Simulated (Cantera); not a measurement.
**Ignition delay**

Mixture: 6.29 % CH₄, 0.189 % CO, 18.1 % O₂, 67.9 % N₂, 7.54 % H₂O, at 64000 Pa, adiabatic and at constant volume. Ignition delay is the time to a rise of 400 K.

Model: GRI-Mech 3.0 (53 species, 325 reactions), integrated in Cantera.

```tsv
T0 (K)	delay (ms)
1198	66.1
1273	23.2
1348	8.78
1423	3.62
1498	1.63
1573	0.809
1648	0.437
1723	0.253
```

The apparent activation energy between 1573 and 1723 K is 170 kJ/mol.
